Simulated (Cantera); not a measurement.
Feed: 1 mol HMDSO, 5.3 mol N2O, held at 4.80 mbar.

Cantera equilibrium calculation (NASA polynomials, part measured and part estimated; ideal gas, pure solids and liquids). Candidate condensed phases: C, C6H6, C7H8, C8H18, H2O, Si, SiC, SiO2, Si2N2O, Si3N4; 151 gas species. The feed counts by its element totals alone. Mutual solubility and eutectic melting of coexisting phases are not modelled. The tables' values for SiN are old estimates; treat these amounts as uncertain. Gases not in the tables: Si2H6 and higher silanes. Kinetics and transport are ignored.

x: gas mole fraction; n: condensed amount in mol.

| T (°C) | x H2 | x CO | x N2 | x SiO | x H | x Si | n C(graphite) | n Si2N2O(s) | n SiC(s) |
|---|---|---|---|---|---|---|---|---|---|
| 1052 | 0.484 | 0.285 | 0.231 | 9.44e-6 | 1.64e-5 | 2.57e-12 | 0.698 | 1.000 | 0 |
| 1152 | 0.484 | 0.285 | 0.231 | ? | ? | ? | 0.697 | 0.999 | 0 |
| 1252 | 0.471 | 0.289 | 0.238 | 0.00168 | 0.000234 | 5.16e-8 | 0 | 0.747 | 0.474 |
| 1352 | 0.458 | 0.275 | 0.245 | ? | ? | ? | 0 | ? | ? |
| 1452 | 0.436 | 0.250 | 0.257 | 0.0559 | 0.00177 | 2.53e-5 | 0 | 0 | 0.848 |
| 1552 | 0.434 | 0.249 | 0.257 | 0.0558 | 0.00419 | 0.000156 | 0 | 0 | 0.844 |
| 1652 | 0.430 | 0.249 | 0.256 | 0.0555 | 0.00904 | 0.000798 | 0 | 0 | 0.833 |
| 1752 | 0.422 | 0.248 | 0.253 | 0.0539 | 0.0180 | 0.00342 | 0 | 0 | 0.796 |

### Question
Complete the blanks.

### Answer

- 1352, x SiO: 0.0207
- 1352, x H: 0.000690
- 1352, x Si: 1.89e-6
- 1352, n Si2N2O(s): 0.497
- 1352, n SiC(s): 0.600
- 1152, x SiO: 0.000134
- 1152, x H: 6.85e-5
- 1152, x Si: 5.98e-10
